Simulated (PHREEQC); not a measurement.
**Copper plating or etch bath**

Make-up at 75 °C: 0.018 mol CuSO4, 0.0002 mol H2SO4 and 0.00052 mol Na2SO4 per kg of water. Closed to the air; pH follows from the charge balance.

Computed with PHREEQC (ion-association model, phreeqc.dat).

The pH comes out as 3.90 and the ionic strength comes out as 0.0457 mol/kgw. The specific conductance is 5610 µS/cm and the total alkalinity comes out as -0.400 meq/kg.

| species | molality | activity | log γ |
|---|---|---|---|
| SO4-2 | 0.0115 | 0.00504 | -0.357 |
| Cu+2 | 0.0110 | 0.00507 | -0.337 |
| CuSO4 | 0.00695 | 0.00702 | 0.005 |
| Na+ | 0.00101 | 0.000819 | -0.090 |
| HSO4- | 0.000273 | 0.000221 | -0.092 |
| H+ | 0.000150 | 0.000127 | -0.073 |
| NaSO4- | 3.32e-5 | 2.72e-5 | -0.087 |
| Cu2(OH)2+2 | 1.14e-5 | 4.91e-6 | -0.367 |
| CuOH+ | 4.96e-7 | 4.00e-7 | -0.094 |
| Cu(OH)2 | 6.51e-9 | 6.58e-9 | 0.005 |
| OH- | 2.02e-9 | 1.62e-9 | -0.096 |

This is a speciation only: nothing precipitates in the calculation. Away from 25 °C the constants follow the database's enthalpies or fits; those with neither stay at their 25 °C values.
